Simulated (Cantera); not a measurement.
A closed system holds: 1 mol c-C4F8, 11 mol H2, held at 1798 K and 13.3 mbar.

Method: chemical equilibrium by Gibbs-energy minimisation in Cantera with the NASA 1993 tables (ideal gas, pure condensed phases). The feed counts by its element totals alone. Equilibrium is a limit: real reactors are often held back by kinetics, nucleation or transport.

```tsv
species	before	after
HF	0.533	0.533
H2	0.465	0.467
CH4	2.23e-6	1.69e-5
H	0.00208	1.37e-5
C2H2 (acetylene)	8.02e-5	5.61e-7
C(graphite), mol	4.00	4.00
```
Gas species are given as mole fractions.

### Question
Name the change that produced these shifts.
A. H2 from 11 to 1.5 mol
B. H2 from 11 to 0.073 mol
C. temperature from 1798 K to 1348 K
D. pressure from 13.3 mbar to 60.0 Pa

### Answer
C, temperature from 1798 K to 1348 K
